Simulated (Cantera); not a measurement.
A closed system holds: 1 mol KCl, 0.16 mol O₂, 22 mol N₂, at 1573 K and 405 Torr.

These are equilibrium values from Cantera (NASA tables, ideal gas, pure condensed phases), not measurements of a reactor. Candidate condensed phases: K, KCl, KO₂, K₂O, K₂O₂; 17 gas species. Kinetics and transport are ignored.

Base state: N₂ 0.951, KCl 0.0412, O₂ 0.00675, K₂Cl₂ 0.001000, NO 0.000339 (mole fractions); condensed: gas only.

Problem. What changes in the equilibrium state with this change: KCl replaced by FeCl₂?

Solution. 
```tsv
species	before	after
N₂	0.951	0.951
FeCl₂	0	0.0383
O₂	0.00675	0.00462
KCl	0.0412	0
Cl	5.95e-6	0.00338
FeCl₃	0	0.00168
K₂Cl₂	0.001000	0
Cl₂	2.19e-9	0.000706
Fe₂Cl₄	0	1.86e-5
NO	0.000339	0.000280
Fe₃O₄(s), mol	0	0.0249
```
Further candidate phases: Fe, FeCl₂, FeCl₃, FeO, Fe₂O₃, Fe₃O₄.
